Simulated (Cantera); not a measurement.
Input: 1 mol CaCO3, 0.093 mol H2, at 0.800 bar.

These are equilibrium values from Cantera (NASA tables, ideal gas, pure condensed phases), not measurements of a reactor. Candidate condensed phases: C, C6H6, C7H8, C8H18, Ca, CaCO3, CaO, Ca(OH)2, H2O; 115 gas species. Kinetics and transport are ignored. All values below are at 1950 K.

Base state: CO2 0.831, CO 0.0834, H2O 0.0830, H2 0.00189, OH 0.000222, O2 9.20e-5, H 5.58e-5 (mole fractions); condensed: CaO(s).

Question: What changes in the equilibrium state with this change: H2 from 0.093 to 2.5 mol?

Answer: 
| species | before | after |
|---|---|---|
| H2 | 0.00189 | 0.460 |
| CO | 0.0834 | 0.254 |
| H2O | 0.0830 | 0.254 |
| CO2 | 0.831 | 0.0318 |
| Ca(OH)2 | 5.68e-6 | 1.74e-5 |
| O2 | 9.20e-5 | 1.46e-8 |
| H | 5.58e-5 | 0.000869 |
| OH | 0.000222 | 4.35e-5 |
| CaO(s), mol | 1.000 | 1.000 |
